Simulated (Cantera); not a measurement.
Feed: 1 mol C2F6, 0.013 mol HCl, 0.65 mol CH4, equilibrated at 2000 K and 1.60e-5 bar.

Method: chemical equilibrium by Gibbs-energy minimisation in Cantera with the NASA 1993 tables (ideal gas, pure condensed phases). The feed counts by its element totals alone. Rates play no part.

```
species             before     after
----------------  --------  --------
HF                   0.450     0.932
F                    0.509    0.0639
Cl                 0.00224   0.00214
CF2                 0.0361  0.000571
CF4               0.000168   4.20e-8
CF3                6.78e-5   1.35e-7
H                  6.02e-5  0.000991
HCl                1.10e-6   1.73e-5
CF                 0.00236  0.000297
C(graphite), mol      2.43      3.39
```
Gas species are given as mole fractions.

Question: What was changed between the two runs?
A) C2F6 replaced by CHF3
B) CH4 from 0.65 to 1.4 mol
C) pressure from 1.60e-5 bar to 0.00370 bar
D) temperature from 2000 K to 1675 K

Answer: B, CH4 from 0.65 to 1.4 mol
